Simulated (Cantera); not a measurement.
A closed system holds: 1 mol C₂H₆, 1.2 mol NH₃, 0.053 mol H₂O, held at 2875 K and 0.100 bar.

These are equilibrium values from Cantera (NASA tables, ideal gas, pure condensed phases), not measurements of a reactor. Candidate condensed phases: C, C₆H₆, C₇H₈, C₈H₁₈, H₂O; 136 gas species. Equilibrium is a limit: real reactors are often held back by kinetics, nucleation or transport.

Base state: H₂ 0.591, H 0.257, N₂ 0.0744, HCN 0.0335, C₂H₂ (acetylene) 0.0252, CO 0.00836, HNC 0.00570, C₂H 0.00156 (mole fractions); condensed: C(graphite).

### Question
What changes in the equilibrium state with this change: pressure from 0.100 bar to 10.0 mbar?

### Answer
| species | before | after |
|---|---|---|
| H | 0.257 | 0.578 |
| H₂ | 0.591 | 0.298 |
| N₂ | 0.0744 | 0.0614 |
| C₂H₂ (acetylene) | 0.0252 | 0.0127 |
| HCN | 0.0335 | 0.0216 |
| C₅ | 9.55e-6 | 9.55e-5 |
| C₂ | 7.68e-5 | 0.000768 |
| C₃ | 0.000775 | 0.00775 |
| C | 0.000146 | 0.00146 |
| C(graphite), mol | 1.32 | 1.24 |

### Question
What changes in the equilibrium state with this change: NH₃ from 1.2 to 0.014 mol?

### Answer
```csv
species,before,after
H₂,0.591,0.675
H,0.257,0.275
C₂H₂ (acetylene),0.0252,0.0287
N₂,0.0744,0.000379
HCN,0.0335,0.00256
CO,0.00836,0.0146
C₂N₂,4.08e-5,2.08e-7
CN,0.00133,9.49e-5
HNC,0.00570,0.000435
"C(graphite), mol",1.32,1.70
```
